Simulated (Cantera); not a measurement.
Charge: 1 mol H2S, 0.47 mol H2O, 0.75 mol N2, at 36.0 Pa.

Cantera equilibrium calculation (NASA polynomials, part measured and part estimated; ideal gas, pure solids and liquids). Candidate condensed phases: H2O, H2SO4, S; 35 gas species. Rates play no part.

Question: At 1775 K, list the 7 most abundant gas species with their mole fractions, and the condensed phases.

Answer: H2 0.403, N2 0.268, S2 0.145, H2O 0.109, SO 0.0231, SO2 0.0178, S 0.0121. Condensed: gas only.
